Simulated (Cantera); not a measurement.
# C2H4 + H2 (carbon deposition, reforming and gasification)

Feed: 1 mol C2H4, a varied amount of H2, at 2973.15 K and 0.450 Torr.

Cantera equilibrium calculation (NASA polynomials, part measured and part estimated; ideal gas, pure solids and liquids). Candidate condensed phases: C, C6H6, C7H8, C8H18; 76 gas species. The numbers say what is thermodynamically allowed, not how fast it happens.

```csv
n(H2) (mol),x H,x C3,x C,x H2,x C2,x C2H,x C2H2 (acetylene),x C5
2.5,0.883,0.0493,0.0328,0.0222,0.00992,0.00212,0.000321,0.000209
6.6,0.919,0.0237,0.0257,0.0240,0.00609,0.00135,0.000214,6.19e-5
11,0.934,0.0143,0.0217,0.0248,0.00434,0.000980,0.000157,2.66e-5
15,0.941,0.0101,0.0193,0.0252,0.00344,0.000782,0.000127,1.49e-5
19,0.946,0.00756,0.0175,0.0254,0.00284,0.000649,0.000106,9.20e-6
23,0.949,0.00590,0.0162,0.0256,0.00241,0.000553,9.02e-5,6.09e-6
27,0.952,0.00475,0.0150,0.0257,0.00208,0.000479,7.84e-5,4.24e-6
31,0.954,0.00391,0.0141,0.0259,0.00183,0.000422,6.91e-5,3.06e-6
35,0.955,0.00327,0.0133,0.0259,0.00163,0.000375,6.16e-5,2.28e-6
39,0.957,0.00277,0.0126,0.0260,0.00146,0.000337,5.54e-5,1.73e-6
```
x: gas mole fraction; nothing condenses.

From 2.5 mol H2 to 39 mol H2 nothing is condensed. The main C-bearing gas is C3 at 2.5 mol H2 and C at 39 mol H2.
